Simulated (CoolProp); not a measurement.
Vapour-liquid equilibrium of R125 (1) + dimethyl ether (2) at -52.75 °C; x and y are mole fractions of (1).

Values from CoolProp's multi-fluid Helmholtz-energy mixture model, Lemmon 2005 and Wu 2011; pair parameters Bell 2016.

Give the bubble pressure and the first vapour's composition at x = 0.425, 0.575, 0.875. Is there an azeotrope?

x = 0.425: 0.03657 MPa, y = 0.646; x = 0.575: 0.04514 MPa, y = 0.814; x = 0.875: 0.06980 MPa, y = 0.978. No azeotrope shows between x = 0.05 and 0.95.

Pair parameters are fitted to limited data, so mixtures are less certain than the pure fluids.
